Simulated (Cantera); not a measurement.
Cantera run, input and output.

```python
import numpy as np
import cantera as ct

gas = ct.Solution("gri30.yaml")
gas.TP = 300, 94000
flame = ct.CounterflowDiffusionFlame(gas, width=0.02)
flame.fuel_inlet.X, flame.fuel_inlet.T = {'CH3OH': 1}, 575
flame.oxidizer_inlet.X, flame.oxidizer_inlet.T = {'O2': 0.26, 'N2': 0.74}, 773
flame.set_refine_criteria(ratio=3, slope=0.12, curve=0.24, prune=0.03)
show = ['OH', 'H', 'NO', 'CO', 'C2H2']

rows = []
print(f"{'mdot':>8s}{'a_max':>10s}{'a_mean':>10s}{'Tmax/K':>9s}" + "".join(f"{s:>11s}" for s in show) + "   (peak mole fractions)")
for i, mdot in enumerate([0.23, 0.32, 0.43, 0.58, 0.79, 1.1, 1.5, 2, 2.7, 3.6]):  # kg/m2/s on the oxidiser side
    flame.oxidizer_inlet.mdot, flame.fuel_inlet.mdot = mdot, 1.4 * mdot
    flame.solve(loglevel=0, auto=(i == 0))
    if flame.T.max() < max(575, 773) + 100:
        print(f"{mdot:8.3g}  no burning solution found from the previous one")
        break
    dT = np.abs(np.gradient(flame.T, flame.grid))
    rows.append([flame.strain_rate("max"), flame.strain_rate("mean"), flame.T.max(),
                 *(flame.X[gas.species_index(s)].max() for s in show), max(dT[0], dT[-1]) / dT.max()])
    print(f"{mdot:8.3g}{rows[-1][0]:10.1f}{rows[-1][1]:10.1f}{rows[-1][2]:9.1f}" + "".join(f"{x:11.3e}" for x in rows[-1][3:-1]))
```

It prints:

```
    mdot     a_max    a_mean   Tmax/K         OH          H         NO         CO       C2H2   (peak mole fractions)
    0.23     235.4      52.6   2417.9  1.826e-02  9.705e-03  5.735e-04  2.306e-01  1.657e-04
    0.32     316.6      73.2   2378.5  1.852e-02  1.066e-02  3.992e-04  2.287e-01  2.073e-04
    0.43     413.4      98.4   2342.6  1.872e-02  1.163e-02  2.901e-04  2.272e-01  2.523e-04
    0.58     541.6     132.7   2298.9  1.876e-02  1.264e-02  2.036e-04  2.251e-01  3.050e-04
    0.79     717.2     180.7   2249.5  1.864e-02  1.369e-02  1.417e-04  2.224e-01  3.664e-04
     1.1     972.0     251.7   2195.7  1.833e-02  1.479e-02  9.897e-05  2.190e-01  4.392e-04
     1.5    1295.2     343.2   2146.4  1.803e-02  1.584e-02  7.447e-05  2.158e-01  5.120e-04
       2    1693.1     457.6   2106.2  1.778e-02  1.686e-02  6.025e-05  2.135e-01  5.834e-04
     2.7    2245.2     617.7   2060.6  1.729e-02  1.776e-02  4.870e-05  2.103e-01  6.471e-04
     3.6    2954.2     823.7   2014.8  1.660e-02  1.840e-02  3.977e-05  2.066e-01  6.891e-04
```

Computed with Cantera and GRI-Mech 3.0 (53 species, 325 reactions). GRI-Mech 3.0 was tuned for natural gas; its chemistry of methanol as a main component is partial and can be far from experiment. GRI-Mech 3.0 has no aromatics or soot, which form on the fuel side of real flames. The maximum strain rate includes the flame's own expansion and is several times the mean.
